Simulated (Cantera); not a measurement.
Mixture: H₂ : O₂ : N₂ = 1 : 0.312 : 1.47 (molar parts), at 0.681 atm, adiabatic and at constant pressure. Ignition delay is the time to a rise of 400 K.

Computed with Cantera and the H2/O2 subset of GRI-Mech 3.0, which has no nitrogen chemistry. Where the delays flatten at high temperature, the 400 K rule measures the pace of heat release, not the induction time.

What does this change do: constant volume in place of constant pressure?


```tsv
quantity	before	after
delay at 1298 K	55.7 µs	49.7 µs
delay at 1498 K	37.1 µs	28.9 µs
delay at 1698 K	35.9 µs	24.7 µs
delay at 1898 K	42.2 µs	27.3 µs
delay at 2098 K	53.7 µs	34.4 µs
```

What does this change do: 0.23 parts H2O added?


```tsv
quantity	before	after
delay at 1298 K	55.7 µs	61.3 µs
delay at 1498 K	37.1 µs	40.3 µs
delay at 1698 K	35.9 µs	39.0 µs
delay at 1898 K	42.2 µs	46.0 µs
delay at 2098 K	53.7 µs	58.9 µs
```
